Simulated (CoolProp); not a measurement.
A Linde-Hampson liquefier for normal hydrogen: isothermal reversible compression at 280 K from 1 atm to 15 MPa, throttling to 1 atm, return gas leaving the recuperator 2 K below the feed. Each further row changes one setting.

Computed with CoolProp (reference Helmholtz-energy equation of state, Leachman 2009).

```
case                        compression work (kJ/kg of gas)
--------------------------  -------------------------------
as stated                                              5880
high pressure 30 MPa                                   6790
warm-end temperature 310 K                             6500
warm-end gap 7 K                                       5880
```
